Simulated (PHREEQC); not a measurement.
Consider water at 55 °C with 0.97 mmol/kgw NaH2PO4 and 0.07 mmol/kgw Na2B4O7. Closed to the air; pH follows from the charge balance.

The numbers come from PHREEQC with the ion-association model, phreeqc.dat.

| quantity | before | after |
|---|---|---|
| pH | 6.31 | 8.33 |
| ionic strength (mol/kgw) | 0.00125 | 0.00376 |
| HPO4-2 (mol/kgw) | 0.000140 | 0.000918 |
| H2BO3- (mol/kgw) | 5.66e-7 | 5.02e-5 |
| NaHPO4- (mol/kgw) | 2.56e-7 | 3.83e-6 |

Question: Name the change that produced these shifts.
(A) 0.00086 mol/kgw Na2CO3 added
(B) diluted 100-fold with water
(C) NaH2PO4 from 0.00097 to 0.0097 mol/kgw
(D) diluted 5-fold with water
(E) temperature from 55 to 70 °C

Answer: A, 0.00086 mol/kgw Na2CO3 added

Precipitation was switched off in this run. Constants without temperature data keep their 25 °C values here.
